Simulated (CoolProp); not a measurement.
Properties of R236FA along the isotherm 400 K (Tc = 398.1 K, pc = 3191 kPa, ω = 0.377).

Model: reference Helmholtz-energy equation of state, Pan 2012, in CoolProp.

| p (kPa) | phase | Z | cp (kJ/(kg K)) |
|---|---|---|---|
| 106 | gas | 0.9886 | 0.9944 |
| 213 | gas | 0.9768 | 1.000 |
| 319 | gas | 0.9650 | 1.007 |
| 425 | gas | 0.9531 | 1.014 |
| 532 | gas | 0.9408 | 1.021 |
| 638 | gas | 0.9284 | 1.029 |
| 745 | gas | 0.9157 | 1.038 |
| 851 | gas | 0.9028 | 1.047 |
| 957 | gas | 0.8897 | 1.057 |
| 1060 | gas | 0.8767 | 1.067 |
| 1170 | gas | 0.8625 | 1.079 |
| 1280 | gas | 0.8479 | 1.093 |
| 1380 | gas | 0.8343 | 1.106 |
| 1490 | gas | 0.8190 | 1.122 |
| 1600 | gas | 0.8032 | 1.140 |
